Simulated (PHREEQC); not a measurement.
KOH is added in steps, without added water, to 1 kg of water holding 0.0018 mol NiCl2 and 0.27 mol NaCl, at 25 °C. Oxygen alone is held at its pressure in air (log pO2 = -0.68). The system is closed to CO2. No solid was allowed to form.

Base run: PHREEQC, ion-association model, wateq4f.dat. Each further column changes one thing. The table gives pH.

```json
[
 {"KOH added (mol)": "0", "base": "6.57", "diluted 10-fold with water": "?", "solids may form": "6.57"},
 {"KOH added (mol)": "0.0009375", "base": "9.54", "diluted 10-fold with water": "10.65", "solids may form": "7.16"},
 {"KOH added (mol)": "0.001875", "base": "9.80", "diluted 10-fold with water": "?", "solids may form": "7.26"},
 {"KOH added (mol)": "0.003125", "base": "10.09", "diluted 10-fold with water": "11.35", "solids may form": "?"},
 {"KOH added (mol)": "0.004063", "base": "10.38", "diluted 10-fold with water": "11.48", "solids may form": "10.50"},
 {"KOH added (mol)": "0.005", "base": "10.71", "diluted 10-fold with water": "?", "solids may form": "10.98"},
 {"KOH added (mol)": "0.005938", "base": "10.97", "diluted 10-fold with water": "11.66", "solids may form": "11.21"},
 {"KOH added (mol)": "0.006875", "base": "11.15", "diluted 10-fold with water": "?", "solids may form": "11.35"},
 {"KOH added (mol)": "0.008125", "base": "11.34", "diluted 10-fold with water": "11.80", "solids may form": "11.49"},
 {"KOH added (mol)": "0.009062", "base": "11.44", "diluted 10-fold with water": "11.85", "solids may form": "11.57"},
 {"KOH added (mol)": "0.01", "base": "11.53", "diluted 10-fold with water": "11.90", "solids may form": "?"}
]
```

Question: What belongs in the gaps?

Answer: 
- 0, diluted 10-fold with water: 6.81
- 0.001875, diluted 10-fold with water: 11.08
- 0.003125, solids may form: 7.54
- 0.005, diluted 10-fold with water: 11.58
- 0.006875, diluted 10-fold with water: 11.73
- 0.01, solids may form: 11.64

In at least one series the solution becomes supersaturated in solids that the run did not let form, among them Ni(OH)2. The database's Ni(OH)2 is the aged solid; a fresh precipitate is more soluble. Solids allowed in the column 'solids may form': Ni(OH)2, Halite.
